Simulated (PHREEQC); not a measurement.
A solution holds 0.051 mol HF, 0.002 mol NH4HF2 and 2.5e-07 mol H4SiO4 per kg of water, at 25 °C. Closed to the air; pH follows from the charge balance.

Model: ion-association model, wateq4f.dat, run in PHREEQC.

| quantity | before | after |
|---|---|---|
| pH | 2.33 | 2.47 |
| ionic strength (mol/kgw) | 0.00704 | 0.00464 |
| HF (mol/kgw) | 0.0391 | 0.0204 |
| F- (mol/kgw) | 0.00612 | 0.00430 |
| H2F2 (mol/kgw) | 0.00398 | 0.00108 |
| HF2- (mol/kgw) | 0.000919 | 0.000336 |

Problem. What was changed between the two runs?
(A) H4SiO4 from 2.5e-07 to 2.25e-07 mol/kgw
(B) HF from 0.051 to 0.0102 mol/kgw
(C) H4SiO4 left out
(D) diluted 2-fold with water
(E) temperature from 25 to 20 °C

Solution. D, diluted 2-fold with water

No solid was allowed to form. wateq4f.dat counts part of the HF as a dimer, H2F2, which phreeqc.dat doesn't know; its constant is uncertain. SiF6-2 is the database's only silicon fluoride.
